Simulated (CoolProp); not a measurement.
Computed with CoolProp (reference Helmholtz-energy equation of state, Marx 1992).

Problem. For R113, give the phase and the density (kg/m³), isothermal compressibility (1/MPa), expansivity (1/kK), fugacity coefficient at 500 K and 1020 kPa; 500 K and 2540 kPa.

Solution. 
- 500 K and 1020 kPa: gas; density 51.0, isothermal compressibility 1.10, expansivity 2.82, fugacity coefficient 0.909
- 500 K and 2540 kPa: gas; density 161, isothermal compressibility 0.605, expansivity 6.15, fugacity coefficient 0.775
